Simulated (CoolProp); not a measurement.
Vapour-liquid equilibrium of R114 (1) + n-pentane (2) at 97.45 °C; x and y are mole fractions of (1).

The numbers come from the multi-fluid Helmholtz-energy mixture model, Platzer 1990 and Thol 2019; pair parameters Bell 2016 in CoolProp. This equation is an older, rougher fit; its heat capacities, sound speeds and derivatives of the liquid may be far off and weren't checked against measurements.

### Question
Give the bubble pressure and the first vapour's composition at x = 0.35, 0.425, 0.8. Is there an azeotrope?

### Answer
x = 0.35: 9.276 bar, y = 0.545; x = 0.425: 9.893 bar, y = 0.607; x = 0.8: 12.43 bar, y = 0.860. No azeotrope shows between x = 0.05 and 0.95.

Pair parameters are fitted to limited data, so mixtures are less certain than the pure fluids.
